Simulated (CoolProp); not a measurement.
Values from CoolProp's reference Helmholtz-energy equation of state, Platzer 1990. This equation is an older, rougher fit; its heat capacities, sound speeds and derivatives of the liquid may be far off and weren't checked against measurements.

Q: Give the vapour pressure (bar), vapour density (kg/m³) of saturated R21 at 335.4, 388.6, 431.2 K.

A: 
| T (K) | p (bar) | vapour density (kg/m³) |
|---|---|---|
| 335.4 | 5.53 | 23.0 |
| 388.6 | 18.1 | 76.6 |
| 431.2 | 37.8 | 194 |
